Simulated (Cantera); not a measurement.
A Cantera script and its output.

```python
import numpy as np
import cantera as ct

gas = ct.Solution("gri30.yaml")
gas.TPX = 1075, 3400, {'H2': 0.067, 'O2': 2.3}
reactor = ct.IdealGasConstPressureReactor(gas, energy="off", clone=False)
net = ct.ReactorNet([reactor])
net.rtol, net.atol = 1e-08, 1e-18
show = ['H2', 'O2', 'O', 'H2O2', 'OH']
times = np.geomspace(5e-06, 4, 15)

steps = ct.SolutionArray(gas, extra=["t"])
rows = []
print(f"{'t/s':>10s}{'T/K':>9s}{'P/Pa':>11s}" + "".join(f"{s:>11s}" for s in show))
for t in times:
    while net.time < t:
        t_next = net.step()
        steps.append(gas.state, t=t_next)
    rows.append([np.interp(t, steps.t, y) for y in (steps.T, steps.P, *steps(*show).X.T)])
    print(f"{t:10.3e}{rows[-1][0]:9.1f}{rows[-1][1]:11.4g}" + "".join(f"{x:11.3e}" for x in rows[-1][2:]))
rate = np.gradient(steps.T, steps.t)
print("integrator steps:", len(steps.t))
if steps.T.max() > steps.T[0] + 200:
    print(f"time of steepest temperature rise: {steps.t[rate.argmax()]:.4e} s")
gas.TPX = 1075, 3400, {'H2': 0.067, 'O2': 2.3}
gas.equilibrate("TP")
print(f"equilibrium (TP): T = {gas.T:.1f} K  " + "  ".join(f"{s} {gas[s].X[0]:.3e}" for s in show))
```

Result:

```
       t/s      T/K       P/Pa         H2         O2          O       H2O2         OH
 5.000e-06   1075.0       3400  2.831e-02  9.717e-01  1.699e-12  1.009e-16  1.668e-12
 1.320e-05   1075.0       3400  2.831e-02  9.717e-01  1.083e-11  7.001e-16  1.032e-11
 3.486e-05   1075.0       3400  2.831e-02  9.717e-01  6.289e-11  4.883e-15  5.559e-11
 9.203e-05   1075.0       3400  2.831e-02  9.717e-01  3.356e-10  3.421e-14  2.521e-10
 2.430e-04   1075.0       3400  2.831e-02  9.717e-01  2.208e-09  2.419e-13  1.357e-09
 6.415e-04   1075.0       3400  2.831e-02  9.717e-01  5.192e-08  1.915e-12  2.948e-08
 1.694e-03   1075.0       3400  2.810e-02  9.715e-01  1.112e-04  1.212e-09  6.270e-05
 4.472e-03   1075.0       3400  4.975e-04  9.573e-01  1.229e-02  2.029e-07  1.383e-03
 1.181e-02   1075.0       3400  1.159e-04  9.660e-01  4.755e-03  1.405e-07  6.900e-04
 3.118e-02   1075.0       3400  2.536e-05  9.700e-01  1.085e-03  1.162e-07  3.203e-04
 8.231e-02   1075.0       3400  4.190e-06  9.710e-01  1.900e-04  7.527e-08  1.339e-04
 2.173e-01   1075.0       3400  6.735e-07  9.712e-01  3.295e-05  3.612e-08  5.627e-05
 5.738e-01   1075.0       3400  1.250e-07  9.713e-01  6.637e-06  1.398e-08  2.539e-05
 1.515e+00   1075.0       3400  2.839e-08  9.713e-01  1.618e-06  4.958e-09  1.255e-05
 4.000e+00   1075.0       3400  7.707e-09  9.713e-01  4.613e-07  1.745e-09  6.695e-06
integrator steps: 1543
equilibrium (TP): T = 1075.0 K  H2 1.114e-10  O2 9.713e-01  O 7.056e-09  H2O2 3.594e-11  OH 8.255e-07
```

Cantera simulation using GRI-Mech 3.0 (53 species, 325 reactions); the numbers are that mechanism's predictions, not measurements. Radical loss at walls, strong at low pressure, is not modelled.
